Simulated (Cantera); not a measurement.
Input: 1 mol SiCl4, 0.45 mol HCl, 13 mol H2, held at 23000 Pa.

These are equilibrium values from Cantera (NASA tables, ideal gas, pure condensed phases), not measurements of a reactor. Candidate condensed phases: Si; 19 gas species. The tables' values for SiCl3, SiCl are old estimates; treat these amounts as uncertain. Kinetics and transport are ignored.

x: gas mole fraction; nothing condenses.

| T (°C) | x H2 | x HCl | x SiCl2 | x SiCl4 | x SiHCl3 | x SiCl3 | x SiH2Cl2 |
|---|---|---|---|---|---|---|---|
| 950 | 0.863 | 0.0688 | 0.00759 | 0.0389 | 0.0151 | 0.00609 | 0.000779 |
| 1000 | 0.851 | 0.0812 | 0.0137 | 0.0319 | 0.0134 | 0.00818 | 0.000774 |
| 1050 | 0.837 | 0.0954 | 0.0215 | 0.0245 | 0.0109 | 0.00981 | ? |
| 1100 | 0.823 | 0.110 | 0.0299 | 0.0174 | 0.00824 | 0.0106 | ? |
| 1150 | 0.811 | 0.123 | 0.0380 | 0.0114 | 0.00584 | 0.0105 | ? |
| 1200 | 0.801 | 0.134 | 0.0449 | 0.00698 | 0.00393 | 0.00957 | ? |
| 1250 | 0.793 | 0.141 | 0.0503 | 0.00404 | 0.00254 | 0.00825 | ? |
| 1300 | 0.788 | 0.147 | 0.0543 | 0.00228 | 0.00162 | 0.00685 | ? |
| 1350 | 0.785 | 0.150 | 0.0570 | 0.00127 | 0.00103 | 0.00557 | ? |
| 1400 | 0.782 | 0.153 | 0.0590 | 0.000716 | 0.000659 | 0.00450 | ? |

What belongs in the gaps?


- 1050, x SiH2Cl2: 0.000695
- 1100, x SiH2Cl2: 0.000578
- 1150, x SiH2Cl2: 0.000455
- 1200, x SiH2Cl2: 0.000346
- 1250, x SiH2Cl2: 0.000258
- 1300, x SiH2Cl2: 0.000190
- 1350, x SiH2Cl2: 0.000140
- 1400, x SiH2Cl2: 0.000104
